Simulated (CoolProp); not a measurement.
1000 sccm (0 °C, 1 atm) of nitrogen bubbles through liquid n-heptane at 332.6 K and leaves saturated at a total pressure of 0.15 MPa (ideal gas phase). Each further row changes one setting.

Model: reference Helmholtz-energy equation of state, Span 2003, in CoolProp. It is a short technical equation, of lower accuracy than the large ones.

```json
[
 {"case": "as stated", "vapour pressure (kPa)": "27.5", "mole fraction of vapour": "?", "delivery (mg/min)": "1000", "delivery (sccm)": "?", "change of delivery for a bath 1 K warmer (%)": "4.8"},
 {"case": "bath temperature 337.6 K", "vapour pressure (kPa)": "33.1", "mole fraction of vapour": "0.221", "delivery (mg/min)": "?", "delivery (sccm)": "284", "change of delivery for a bath 1 K warmer (%)": "4.9"},
 {"case": "total pressure 0.3 MPa", "vapour pressure (kPa)": "27.5", "mole fraction of vapour": "?", "delivery (mg/min)": "450", "delivery (sccm)": "101", "change of delivery for a bath 1 K warmer (%)": "?"}
]
```

### Question
Fill in the missing entries.

### Answer

- as stated, mole fraction of vapour: 0.183
- as stated, delivery (sccm): 224
- bath temperature 337.6 K, delivery (mg/min): 1270
- total pressure 0.3 MPa, mole fraction of vapour: 0.0915
- total pressure 0.3 MPa, change of delivery for a bath 1 K warmer (%): 4.3
